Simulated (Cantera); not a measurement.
Cantera run:

```python
import numpy as np
import cantera as ct

gas_names = """
    AL ALH ALO ALOH ALO2 ALO2H AL2 AL2O AL2O2 H HALO HO2 H2 H2O H2O2 O OH O2 O3
""".split()
cond_names = """
    AL(cr) AL(L) AL2O3(a) AL2O3(L) H2O(s) H2O(L)
""".split()


# ... load() reads the species with a 1 bar reference pressure and builds the phases ...
atoms = {
    'Al': {'AL': 1},
    'O2': {'O': 2},
    'H2': {'H': 2},
}
top_T = {}  # K; cautious upper limits of use, not melting points


# ... equilibrate(T, P, feed) seeds the gas with the atoms and calls Mixture.equilibrate('TP', solver="vcs", rtol=1e-11, max_steps=5000) ...
results = []
feed = {'Al': 1, 'O2': 3.5, 'H2': 1.2}  # mol
P = 110  # Pa
for T in [873, 973, 1073, 1173, 1273, 1373, 1473, 1573, 1673, 1773, 1873, 1973, 2073]:
    mix = equilibrate(T, P, feed)
    results.append((T, P, feed, dict(zip(mix.species_names, mix.species_moles))))
    x = sorted(zip(gas.X, gas.species_names), reverse=True)
    print(f"T = {T:g} K  P = {P:g} Pa  gas = {mix.phase_moles(0):.4g} mol")
    print("   x: " + "  ".join(f"{s} {v:.3e}" for v, s in x if v > 0.001))
    print("   condensed (mol): " + ("  ".join(f"{mix.phase(i).name} {mix.phase_moles(i):.4g}"
          for i in range(1, mix.n_phases) if mix.phase_moles(i) > 1e-12) or "none"))
```

It prints:

```
T = 873 K  P = 110 Pa  gas = 3.35 mol
   x: O2 6.418e-01  H2O 3.582e-01
   condensed (mol): AL2O3(a) 0.5
T = 973 K  P = 110 Pa  gas = 3.35 mol
   x: O2 6.418e-01  H2O 3.582e-01
   condensed (mol): AL2O3(a) 0.5
T = 1073 K  P = 110 Pa  gas = 3.35 mol
   x: O2 6.418e-01  H2O 3.582e-01
   condensed (mol): AL2O3(a) 0.5
T = 1173 K  P = 110 Pa  gas = 3.35 mol
   x: O2 6.418e-01  H2O 3.582e-01
   condensed (mol): AL2O3(a) 0.5
T = 1273 K  P = 110 Pa  gas = 3.35 mol
   x: O2 6.417e-01  H2O 3.581e-01
   condensed (mol): AL2O3(a) 0.5
T = 1373 K  P = 110 Pa  gas = 3.35 mol
   x: O2 6.416e-01  H2O 3.580e-01
   condensed (mol): AL2O3(a) 0.5
T = 1473 K  P = 110 Pa  gas = 3.351 mol
   x: O2 6.414e-01  H2O 3.577e-01
   condensed (mol): AL2O3(a) 0.5
T = 1573 K  P = 110 Pa  gas = 3.352 mol
   x: O2 6.408e-01  H2O 3.569e-01  OH 1.966e-03
   condensed (mol): AL2O3(a) 0.5
T = 1673 K  P = 110 Pa  gas = 3.355 mol
   x: O2 6.395e-01  H2O 3.554e-01  OH 4.128e-03
   condensed (mol): AL2O3(a) 0.5
T = 1773 K  P = 110 Pa  gas = 3.362 mol
   x: O2 6.367e-01  H2O 3.523e-01  OH 7.947e-03  O 2.259e-03
   condensed (mol): AL2O3(a) 0.5
T = 1873 K  P = 110 Pa  gas = 3.376 mol
   x: O2 6.314e-01  H2O 3.467e-01  OH 1.419e-02  O 5.663e-03  H2 1.362e-03
   condensed (mol): AL2O3(a) 0.5
T = 1973 K  P = 110 Pa  gas = 3.403 mol
   x: O2 6.215e-01  H2O 3.367e-01  OH 2.366e-02  O 1.289e-02  H2 3.021e-03  H 2.236e-03
   condensed (mol): AL2O3(a) 0.5
T = 2073 K  P = 110 Pa  gas = 3.455 mol
   x: O2 6.042e-01  H2O 3.197e-01  OH 3.694e-02  O 2.693e-02  H 6.189e-03  H2 6.092e-03
   condensed (mol): AL2O3(a) 0.5
```

Equilibrium computed with Cantera from the NASA thermochemical tables; the gas is ideal and each condensed phase is pure.
